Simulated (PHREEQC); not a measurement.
Consider water at 25 °C with 1.9 mol KOH, 0.0081 mol Na2B4O7 and 3 mol NaCl per kg of water. Closed to the air; pH follows from the charge balance.

Model: Pitzer model, pitzer.dat, run in PHREEQC.

pH: 14.28
ionic strength: 4.92 mol/kgw
activity of water: 0.822
density: 1.174 g/cm³
osmotic coefficient: 1.104
total alkalinity: 1920 meq/kg

```tsv
species	molality	activity	log γ
Na+	3.02	2.53	-0.076
Cl-	3.00	1.77	-0.228
K+	1.90	1.48	-0.109
OH-	1.88	1.59	-0.072
B(OH)4-	0.0324	0.00747	-0.637
B(OH)3	1.46e-7	8.22e-8	-0.248
```

Precipitation was switched off in this run. Complexes and solids missing from the database can't appear. In brines, pH and single-ion activities rest on the MacInnes convention.
